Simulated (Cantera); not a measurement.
A freely propagating, adiabatic, planar premixed flame of CH4 : O2 : N2 : H2O = 1 : 1.54 : 4.31 : 0.16 (molar parts), equivalence ratio 1.3, unburnt at 325 K and 28000 Pa; mixture-averaged transport, grid criteria slope 0.08 and curve 0.16, no radiation.

Detailed kinetics in Cantera: GRI-Mech 3.0 (53 species, 325 reactions). Burning velocities carry a grid error of a few per cent, more on coarse grids.

x: mole fraction of selected species; z is measured from the peak of heat release.

| z (mm) | T (K) | u (m/s) | x CH4 | x O2 | x H2O | x C2H | x NO | x NO2 |
|---|---|---|---|---|---|---|---|---|
| -3.24 | 325 | 0.691 | 0.142 | 0.219 | 0.0228 | <1e-8 | <1e-8 | <1e-8 |
| -2.16 | 326 | 0.695 | 0.142 | 0.219 | 0.0228 | <1e-8 | <1e-8 | <1e-8 |
| -1.62 | 331 | 0.710 | 0.141 | 0.217 | 0.0232 | <1e-8 | <1e-8 | <1e-8 |
| -1.08 | 411 | 0.894 | 0.134 | 0.211 | 0.0309 | <1e-8 | 2.41e-7 | ___ |
| -0.540 | 984 | 2.21 | 0.0913 | 0.163 | 0.0891 | <1e-8 | 4.20e-6 | ___ |
| -0.270 | 1458 | 3.33 | 0.0489 | 0.110 | 0.142 | 3.83e-8 | 9.68e-6 | ___ |
| 0 | 1853 | 4.29 | 0.0132 | 0.0540 | 0.190 | 1.18e-6 | 1.92e-5 | <1e-8 |
| 0.270 | 2036 | 4.73 | 0.00163 | 0.0214 | 0.215 | 2.01e-6 | 3.33e-5 | <1e-8 |
| 0.540 | 2084 | 4.84 | 0.000128 | 0.00902 | 0.222 | 5.34e-7 | 4.66e-5 | <1e-8 |
| 1.08 | 2105 | 4.86 | 7.65e-7 | 0.00367 | 0.223 | 1.02e-8 | 6.00e-5 | <1e-8 |
| 2.16 | 2120 | 4.88 | <1e-8 | 0.00275 | 0.222 | <1e-8 | 6.70e-5 | <1e-8 |
| 4.32 | 2141 | 4.92 | <1e-8 | 0.00234 | 0.223 | <1e-8 | 7.10e-5 | <1e-8 |
| 8.64 | 2170 | 4.98 | <1e-8 | 0.00180 | 0.226 | <1e-8 | 7.68e-5 | <1e-8 |

Fill in the missing entries.


- -1.08, x NO2: 8.75e-8
- -0.540, x NO2: 3.45e-8
- -0.270, x NO2: 1.76e-8
